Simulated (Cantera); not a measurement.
## Premixed flame

A freely propagating, adiabatic, planar premixed flame of 17.8 % CO, 4.10 % H2, 15.4 % O2, 58.2 % N2, 4.46 % H2O, unburnt at 650 K and 31000 Pa; mixture-averaged transport, grid criteria slope 0.08 and curve 0.16, no radiation.

Computed with Cantera and GRI-Mech 3.0 (53 species, 325 reactions). Burning velocities carry a grid error of a few per cent, more on coarse grids.

```
z (mm)  T (K)  u (m/s)    x CO     x H2    x O2    x CO2       x O     x NO
------  -----  -------  ------  -------  ------  -------  --------  -------
-9.70     650     2.20   0.178   0.0410   0.154    <1e-8     <1e-8    <1e-8
-6.47     650     2.20   0.178   0.0410   0.154    <1e-8     <1e-8    <1e-8
-4.85     650     2.20   0.178   0.0410   0.154    <1e-8     <1e-8    <1e-8
-3.23     650     2.20   0.178   0.0409   0.154  1.18e-8     <1e-8    <1e-8
-1.62     653     2.21   0.179   0.0392   0.155  6.60e-5   1.72e-6    <1e-8
-0.808    755     2.53   0.175   0.0319   0.152  0.00442  0.000150    <1e-8
0        1112     3.68   0.146   0.0132   0.127   0.0338   0.00503  5.23e-7
0.808    1412     4.58  0.0941  0.00580  0.0925   0.0901    0.0137  3.59e-6
1.62     1576     5.03  0.0622  0.00645  0.0774    0.126    0.0153  8.03e-6
3.23     1733     5.46  0.0468  0.00631  0.0698    0.145    0.0133  1.51e-5
6.47     1872     5.84  0.0407  0.00504  0.0666    0.152   0.00963  2.38e-5
12.9     1994     6.17  0.0331  0.00368  0.0631    0.162   0.00641  3.76e-5
25.9     2095     6.43  0.0248  0.00252  0.0596    0.172   0.00403  6.79e-5
```
x: mole fraction of selected species; z is measured from the peak of heat release.

The laminar burning velocity is 220 cm/s. The thermal thickness is 3.23 mm and the peak x(O) comes out as 0.0154. The grid points is 151.
